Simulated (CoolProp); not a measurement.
Properties of carbonyl sulfide along the isobar 3.7 bar.

Computed with CoolProp (reference Helmholtz-energy equation of state, Lemmon 2006). It is a short technical equation, of lower accuracy than the large ones.

```csv
T (K),phase,density (kg/m³),cp (kJ/(kg K)),isothermal compressibility (1/MPa),expansivity (1/kK),fugacity coefficient
161,liquid,1300,1.181,…,1.512,0.004291
178.8,liquid,1265,1.165,0.0008108,1.570,0.01984
196.6,liquid,1230,1.164,…,1.651,0.06686
214.3,liquid,1193,1.173,0.001197,…,0.1776
232.1,liquid,1155,1.192,0.001490,1.902,0.3975
249.8,liquid,1115,…,0.001894,2.095,0.7732
267.6,gas,10.63,0.7303,2.886,4.540,0.9437
285.4,gas,9.843,0.7295,2.847,4.085,0.9539
303.1,gas,9.185,0.7337,2.819,3.737,0.9617
320.9,gas,8.617,0.7403,2.798,3.454,0.9679
338.6,gas,8.123,0.7481,2.782,3.221,0.9727
356.4,gas,7.684,0.7564,2.770,3.021,0.9767
374.2,gas,7.293,0.7649,2.760,2.848,0.9799
```

**Question.** Fill in the missing entries.

**Answer.** 
- 161, isothermal compressibility (1/MPa): 0.0006771
- 196.6, isothermal compressibility (1/MPa): 0.0009797
- 214.3, expansivity (1/kK): 1.758
- 249.8, cp (kJ/(kg K)): 1.221
